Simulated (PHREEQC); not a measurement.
Solution (25 °C): 0.0056 mol H3PO4 and 7.9e-05 mol NaOH per kg of water. Closed to the air; pH follows from the charge balance.

All values are PHREEQC results (ion-association model, phreeqc.dat), not measurements.

Each row changes one thing in this solution. Precipitation was switched off in this run.

| case | pH | ionic strength (mol/kgw) | H2PO4- (mol/kgw) | H3PO4 (mol/kgw) | HPO4-2 (mol/kgw) |
|---|---|---|---|---|---|
| as made | 2.46 | 0.00378 | 0.00378 | 0.00182 | 8.21e-8 |
| NaOH left out | 2.45 | 0.00376 | 0.00376 | 0.00184 | 8.03e-8 |
| H3PO4 from 0.0056 to 0.028 mol/kgw | 1.98 | 0.0117 | 0.0117 | 0.0163 | 9.52e-8 |
| NaOH from 7.9e-05 to 0.000395 mol/kgw | 2.49 | 0.00386 | 0.00386 | 0.00174 | 8.98e-8 |
| diluted 2-fold with water | 2.69 | 0.00218 | 0.00218 | 0.000621 | 7.73e-8 |
